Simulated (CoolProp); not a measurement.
Nitrous oxide along the isotherm 348.6 K: fugacity coefficient from the reference equation and from simpler models built on Tc = 309.5 K, pc = 7.245 MPa, ω = 0.161; each cubic takes its own stable root.

Model: reference Helmholtz-energy equation of state, Lemmon 2006, in CoolProp. It is a short technical equation, of lower accuracy than the large ones.

```csv
p (MPa),phase,reference,van der Waals,Redlich-Kwong,Soave-Redlich-Kwong,Peng-Robinson
0.0344,gas,0.9989,0.9989,0.9989,0.9989,0.9987
0.0611,gas,0.9980,0.9981,0.9980,0.9981,0.9978
0.109,gas,0.9965,0.9967,0.9964,0.9965,0.9960
0.193,gas,0.9937,0.9941,0.9936,0.9939,0.9930
0.344,gas,0.9888,0.9895,0.9886,0.9891,0.9875
0.611,gas,0.9802,0.9814,0.9798,0.9807,0.9779
1.09,gas,0.9649,0.9668,0.9641,0.9656,0.9607
1.93,gas,0.9382,0.9414,0.9369,0.9396,0.9313
3.44,gas,0.8913,0.8959,0.8890,0.8937,0.8798
6.11,gas,0.8108,0.8160,0.8069,0.8153,0.7938
10.9,supercritical,0.6735,0.6695,0.6675,0.6837,0.6544
```
